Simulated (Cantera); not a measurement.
An isothermal plug-flow reactor at 925 K and 3.50 bar (inlet), inlet velocity 2.5 m/s, active area per volume 110 1/m; feed 0.667 % H₂, 12.9 % O₂, 84.9 % N₂, 1.51 % H₂O, equivalence ratio 0.026.

Detailed kinetics in Cantera: Deutschmann's 1995 Pt surface mechanism with GRI-Mech 3.0 gas chemistry. Catalytic surfaces can have several steady states; this one follows from the mechanism file's or the stated starting coverage. Mass transfer to the wall is taken as infinitely fast.

x: gas mole fraction; θ: surface coverage.

| z (m) | x H₂ | x O₂ | x H₂O | θ free Pt | θ O* | θ OH* |
|---|---|---|---|---|---|---|
| 0.00033 | 0.00623 | 0.129 | 0.0155 | 0.126 | 0.869 | 0.00503 |
| 0.00064 | 0.00585 | 0.129 | 0.0159 | 0.122 | 0.873 | 0.00498 |
| 0.0012 | ___ | 0.128 | 0.0165 | 0.116 | 0.879 | 0.00491 |
| 0.0024 | ___ | 0.128 | 0.0175 | 0.106 | 0.889 | 0.00479 |
| 0.0046 | ___ | 0.127 | 0.0188 | 0.0950 | 0.900 | 0.00464 |
| 0.0089 | ___ | 0.127 | 0.0202 | 0.0845 | 0.911 | 0.00449 |
| 0.017 | ___ | 0.126 | 0.0212 | 0.0776 | 0.918 | 0.00437 |
| 0.033 | ___ | 0.126 | 0.0217 | 0.0746 | 0.921 | 0.00432 |

Task: Fill in the missing entries.

Result: 
- 0.0012, x H₂: 0.00526
- 0.0024, x H₂: 0.00425
- 0.0046, x H₂: 0.00298
- 0.0089, x H₂: 0.00160
- 0.017, x H₂: 0.000560
- 0.033, x H₂: 7.88e-5
